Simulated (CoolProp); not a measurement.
Vapour-liquid equilibrium of n-hexane (1) + toluene (2) at 0.416 MPa; x and y are mole fractions of (1).

The numbers come from the multi-fluid Helmholtz-energy mixture model, Thol 2019 and Lemmon 2006; pair parameters Bell 2016 in CoolProp.

Problem. Give the bubble temperature and the first vapour's composition at x = 0.05, 0.5, 0.65. Is there an azeotrope?

Solution. x = 0.05: 437.1 K, y = 0.134; x = 0.5: 410.2 K, y = 0.713; x = 0.65: 404.9 K, y = 0.811. No azeotrope shows between x = 0.05 and 0.95.

The pair parameters rest on a limited set of measurements; away from them the model extrapolates.
